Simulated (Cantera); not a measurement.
Input: 1 mol SiHCl₃, 2.5 mol NH₃, at 1800 °C and 6.50 Pa.

Method: chemical equilibrium by Gibbs-energy minimisation in Cantera with the NASA 1993 tables (ideal gas, pure condensed phases). Candidate condensed phases: NH₄Cl, Si, Si₃N₄; 28 gas species. The tables' values for SiCl, SiN are old estimates; treat these amounts as uncertain. The numbers say what is thermodynamically allowed, not how fast it happens.

Base state: H₂ 0.284, HCl 0.201, H 0.174, N₂ 0.139, Cl 0.0909, Si 0.0872, SiCl₂ 0.0178, SiCl 0.00561 (mole fractions); condensed: gas only.

Q: What changes in the equilibrium state with this change: temperature from 1800 °C to 1827 °C?

A: 
| species | before | after |
|---|---|---|
| H₂ | 0.284 | 0.265 |
| H | 0.174 | 0.199 |
| HCl | 0.201 | 0.189 |
| Cl | 0.0909 | 0.104 |
| SiCl₂ | 0.0178 | 0.0127 |
| Si | 0.0872 | 0.0899 |
| N₂ | 0.139 | 0.135 |
| Si₂ | 6.08e-5 | 5.13e-5 |
| SiCl | 0.00561 | 0.00500 |
| SiH | 0.000216 | 0.000202 |
| SiN | 5.76e-5 | 5.52e-5 |

Q: What changes in the equilibrium state with this change: SiHCl₃ replaced by SiH₄?

A: 
| species | before | after |
|---|---|---|
| H₂ | 0.284 | 0.517 |
| H | 0.174 | 0.235 |
| N₂ | 0.139 | 0.138 |
| HCl | 0.201 | 0 |
| Cl | 0.0909 | 0 |
| SiCl₂ | 0.0178 | 0 |
| Si | 0.0872 | 0.110 |
| SiCl | 0.00561 | 0 |
| SiH | 0.000216 | 0.000366 |
| Si₂ | 6.08e-5 | 9.63e-5 |
| SiN | 5.76e-5 | 7.23e-5 |
The tables' values for SiN are old estimates; treat these amounts as uncertain.
